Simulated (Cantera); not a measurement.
A freely propagating, adiabatic, planar premixed flame of H2 : O2 : N2 = 1 : 0.333 : 1.25 (molar parts), equivalence ratio 1.5, unburnt at 475 K and 0.987 atm; mixture-averaged transport, grid criteria slope 0.08 and curve 0.16, no radiation.

Cantera simulation using the H2/O2 subset of GRI-Mech 3.0, which has no nitrogen chemistry; the numbers are that mechanism's predictions, not measurements. Burning velocities carry a grid error of a few per cent, more on coarse grids.

Q: What does this change do: H2 1 to 1.3 parts?

A: 
```csv
quantity,before,after
laminar burning velocity,613 cm/s,615 cm/s
thermal thickness,0.410 mm,0.411 mm
peak x(H2O2),3.57e-5,2.95e-5
peak x(OH),0.0102,0.00474
peak x(HO2),0.000382,0.000357
```
